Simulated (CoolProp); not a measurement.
Properties of C2F6 (R116) along the isotherm 242.3 K.

Model: reference Helmholtz-energy equation of state, Lemmon 2006, in CoolProp. It is a short technical equation, of lower accuracy than the large ones.

| p (MPa) | phase | density (kg/m³) | expansivity (1/kK) | viscosity (µPa s) | Prandtl number |
|---|---|---|---|---|---|
| 0.0482 | gas | 3.335 | 4.267 | 11.5 | 0.737 |
| 0.0779 | gas | 5.425 | 4.357 | 11.5 | 0.738 |
| 0.126 | gas | … | 4.511 | 11.4 | … |
| 0.203 | gas | 14.54 | 4.780 | 11.4 | 0.745 |
| 0.328 | gas | 24.22 | … | 11.3 | … |
| 0.53 | gas | 41.39 | 6.384 | 11.3 | 0.774 |
| 0.857 | liquid | 1367 | 4.609 | 190 | 3.66 |
| 1.38 | liquid | 1373 | 4.455 | 194 | 3.67 |
| 2.24 | liquid | 1383 | 4.234 | 200 | … |
| 3.61 | liquid | 1397 | 3.941 | 209 | 3.71 |
| 5.84 | liquid | 1418 | 3.574 | 224 | 3.77 |
| 9.43 | liquid | 1447 | 3.153 | 245 | 3.88 |
| 15.2 | liquid | 1485 | 2.710 | 279 | … |

Problem. Some entries are withheld; supply them.

Solution. 
- 0.126, density (kg/m³): 8.867
- 0.126, Prandtl number: 0.740
- 0.328, expansivity (1/kK): 5.289
- 0.328, Prandtl number: 0.754
- 2.24, Prandtl number: 3.68
- 15.2, Prandtl number: 4.08

Viscosity comes from a separate model (Huber 2003), an estimate that may be off by 10 % or more. Thermal conductivity comes from a separate model (Huber 2003), an estimate that may be off by 10 % or more.
